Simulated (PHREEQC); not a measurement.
1 kg of water holding 6.9 mmol/kgw NaCl and 41 mmol/kgw MgCl2 is evaporated at 75 °C; the solids stay in contact with the brine. The system is closed to CO2. The run lets Bischofite, Brucite, Halite, MgCl2_4H2O precipitate or redissolve, and no other solid.

The series has 26 steps of water left (kg), from 1 to 0.007427.

Computed with PHREEQC (Pitzer model, pitzer.dat).

Task: Which solids form, in which order, and at which step of the series does each first stand?

Result: Halite from water left = 0.00903 kg.

Constants without temperature data keep their 25 °C values here.
